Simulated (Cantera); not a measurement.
What does this Cantera script print?

```python
import numpy as np
import cantera as ct

gas_names = """
    C2H2,acetylene CS2 H C6H6 H2
""".split()
cond_names = """
    Ni3S4(s) NiS(b) NiS(a) NiS(L) Ni(cr) Ni(L)
""".split()


# ... load() reads the species with a 1 bar reference pressure and builds the phases ...
species = {s.name: s for s in load("nasa_gas.yaml", gas_names) + load("nasa_condensed.yaml", cond_names)}
# Each term lists the table entries of one substance; the one whose range holds T is used.
reactions = {
    '4 Ni3S4 + C2H2(g) = 12 NiS + 2 CS2(g) + 2 H(g)':
        [(-4, ['Ni3S4(s)']), (-1, ['C2H2,acetylene']), (12, ['NiS(b)', 'NiS(a)', 'NiS(L)']), (2, ['CS2']), (2, ['H'])],
    'C6H6(g) + 12 NiS = 12 Ni + 3 H2(g) + 6 CS2(g)':
        [(-1, ['C6H6']), (-12, ['NiS(b)', 'NiS(a)', 'NiS(L)']), (12, ['Ni(cr)', 'Ni(L)']), (3, ['H2']), (6, ['CS2'])],
}


def pick(names, T):
    return next(species[n] for n in names if species[n].thermo.min_temp <= T <= species[n].thermo.max_temp)


results = []
for label, terms in reactions.items():
    print(label)
    print("     T/K   dH/kJ  dS/(J/K)   dG/kJ   log10 K")
    for T in [300, 350, 375, 400, 425, 450, 475, 500, 525, 550, 575, 600]:
        used = [(nu, pick(names, T)) for nu, names in terms]
        dH = sum(nu * s.thermo.h(T) for nu, s in used) / 1e6
        dS = sum(nu * s.thermo.s(T) for nu, s in used) / 1e3
        dG = dH - T * dS / 1e3
        logK = -dG * 1e6 / (ct.gas_constant * T * np.log(10))
        results.append((label, T, dH, dS, dG, logK, [s.name for _, s in used]))
        print(f"{T:8g} {dH:8.1f} {dS:8.1f} {dG:8.1f} {logK:8.2f}")
```

Output:

```
4 Ni3S4 + C2H2(g) = 12 NiS + 2 CS2(g) + 2 H(g)
     T/K   dH/kJ  dS/(J/K)   dG/kJ   log10 K
     300    591.7    394.4    473.4   -82.43
     350    591.3    393.2    453.7   -67.72
     375    591.0    392.2    443.9   -61.83
     400    590.5    391.0    434.1   -56.69
     425    589.9    389.6    424.4   -52.16
     450    589.2    387.9    414.7   -48.13
     475    588.3    385.9    405.0   -44.53
     500    587.2    383.7    395.4   -41.30
     525    585.9    381.2    385.8   -38.38
     550    584.5    378.5    376.3   -35.74
     575    582.9    375.7    366.9   -33.33
     600    581.1    372.6    357.5   -31.12
C6H6(g) + 12 NiS = 12 Ni + 3 H2(g) + 6 CS2(g)
     T/K   dH/kJ  dS/(J/K)   dG/kJ   log10 K
     300   1673.3   1273.6   1291.2  -224.81
     350   1674.4   1277.1   1227.4  -183.18
     375   1674.9   1278.3   1195.5  -166.52
     400   1675.2   1279.3   1163.5  -151.93
     425   1675.5   1279.9   1131.5  -139.07
     450   1675.6   1280.2   1099.5  -127.63
     475   1675.6   1280.2   1067.5  -117.39
     500   1675.5   1280.0   1035.5  -108.18
     525   1675.4   1279.8   1003.5   -99.84
     550   1675.3   1279.6    971.5   -92.26
     575   1675.4   1279.7    939.5   -85.35
     600   1675.7   1280.3    907.5   -79.01
```

Cantera with NASA thermochemical tables; ideal gases at 1 bar, condensed phases pure. Condensed species are held in their standard states even where they would react or evaporate.
